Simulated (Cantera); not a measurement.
A perfectly stirred reactor is fed with C2H6 : N2 = 1 : 2.6 (molar parts), at 1.58 Torr; it is held at 1575 K, and followed from long to short residence time.

Cantera simulation using GRI-Mech 3.0 (53 species, 325 reactions); the numbers are that mechanism's predictions, not measurements. GRI-Mech 3.0 stops at C3 and has no aromatics, soot or wall deposition, so with more carbon than oxygen in the feed, carbon stays in small species such as C2H2 where larger ones or solid carbon would form. Radical loss at walls, strong at low pressure, is not modelled.

### Question
What does this change do: pressure from 1.58 Torr to 10.00 Torr?

### Answer
| quantity | before | after |
|---|---|---|
| x(C2H6) at τ = 0.800 s | 0.00117 | 0.000343 |
| x(C2H2) at τ = 0.800 s | 0.150 | 0.162 |
| x(C2H4) at τ = 0.800 s | 0.00645 | 0.00220 |
| x(CH2) at τ = 0.800 s | 5.72e-6 | 1.50e-6 |
| x(CH3) at τ = 0.800 s | 0.00419 | 0.00142 |
| x(C2H6) at τ = 27.0 ms | 0.0287 | 0.00806 |
| x(C2H2) at τ = 27.0 ms | 0.0693 | 0.115 |
| x(C2H4) at τ = 27.0 ms | 0.0597 | 0.0293 |
| x(CH2) at τ = 27.0 ms | 2.18e-5 | 7.07e-6 |
| x(CH3) at τ = 27.0 ms | 0.0195 | 0.00667 |

### Question
What does this change do: temperature 1575 to 1650 K?

### Answer
```
quantity                 before     after
----------------------  -------  --------
x(C2H6) at τ = 0.800 s  0.00117  0.000590
x(C2H2) at τ = 0.800 s    0.150     0.158
x(C2H4) at τ = 0.800 s  0.00645   0.00340
x(CH2) at τ = 0.800 s   5.72e-6   9.60e-6
x(CH3) at τ = 0.800 s   0.00419   0.00438
x(C2H6) at τ = 27.0 ms   0.0287    0.0151
x(C2H2) at τ = 27.0 ms   0.0693    0.0935
x(C2H4) at τ = 27.0 ms   0.0597    0.0412
x(CH2) at τ = 27.0 ms   2.18e-5   3.51e-5
x(CH3) at τ = 27.0 ms    0.0195    0.0217
```
